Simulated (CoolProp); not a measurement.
CH2F2 (R32) along the isotherm 381.2 K: density (kg/m³) from the reference equation and from simpler models built on Tc = 351.3 K, pc = 5.783 MPa, ω = 0.277; each cubic takes its own stable root.

Model: reference Helmholtz-energy equation of state, Tillner-Roth 1997, in CoolProp.

```tsv
p (MPa)	phase	reference
0.0914	gas	1.507
0.134	gas	2.214
0.197	gas	3.266
0.289	gas	4.814
0.424	gas	7.112
0.623	gas	10.56
0.914	gas	15.74
1.34	gas	23.63
1.97	gas	36.05
2.89	gas	56.12
4.24	gas	91.10
6.23	supercritical	163.0
9.14	supercritical	380.0
13.4	supercritical	632.9
19.7	supercritical	747.8
28.9	supercritical	830.7
```

Q: How far does each simpler model (ideal gas, Redlich-Kwong, Soave-Redlich-Kwong, Peng-Robinson) lie from the reference over these 16 states: mean and median of the absolute difference, and the worst?

A: 
- ideal gas: mean 20.8 %, median 8.6 %, worst -65.3 % at 381.2 K and 13.4 MPa
- Redlich-Kwong: mean 4.6 %, median 0.6 %, worst -20.6 % at 381.2 K and 19.7 MPa
- Soave-Redlich-Kwong: mean 6.4 %, median 1.1 %, worst -25.0 % at 381.2 K and 13.4 MPa
- Peng-Robinson: mean 3.8 %, median 0.0 %, worst -18.3 % at 381.2 K and 13.4 MPa
